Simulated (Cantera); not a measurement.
Input: 1 mol Si₃N₄, 0.031 mol O₂, 490 mol N₂, at 5.20e-6 bar.

Cantera equilibrium calculation (NASA polynomials, part measured and part estimated; ideal gas, pure solids and liquids). Candidate condensed phases: Si, SiO₂, Si₂N₂O, Si₃N₄; 16 gas species. Kinetics and transport are ignored.

Task: At 1575 °C, list the 3 most abundant gas species with their mole fractions, and the condensed phases.

Result: N₂ 0.994, Si 0.00593, SiO 0.000125. Condensed: gas only.
